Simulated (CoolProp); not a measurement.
Vapour-liquid equilibrium of carbon dioxide (1) + R124 (2) at 242.3 K; x and y are mole fractions of (1).

Values from CoolProp's multi-fluid Helmholtz-energy mixture model, Span 1996 and de Vries 1995; pair parameters Bell 2016.

| x | bubble pressure (kPa) | y at the bubble point | dew pressure at overall composition x (kPa) | liquid density (mol/L) |
|---|---|---|---|---|
| 0.05 | 110.1 | 0.622 | 44.91 | 11.55 |
| 0.15 | 234.8 | 0.833 | 50.13 | 12.31 |
| 0.25 | 352.2 | 0.896 | 56.71 | 13.15 |
| 0.35 | 468.3 | 0.928 | 65.25 | 14.09 |
| 0.45 | 587.5 | 0.949 | 76.79 | 15.16 |
| 0.55 | 713.2 | 0.964 | 93.26 | 16.36 |
| 0.65 | 847.5 | 0.975 | 118.7 | 17.74 |
| 0.75 | 991.6 | 0.984 | 162.9 | 19.32 |
| 0.85 | 1145 | 0.991 | 258.5 | 21.16 |
| 0.95 | 1306 | 0.997 | 595.1 | 23.31 |

No azeotrope shows between x = 0.05 and 0.95.

Pair parameters are fitted to limited data, so mixtures are less certain than the pure fluids.
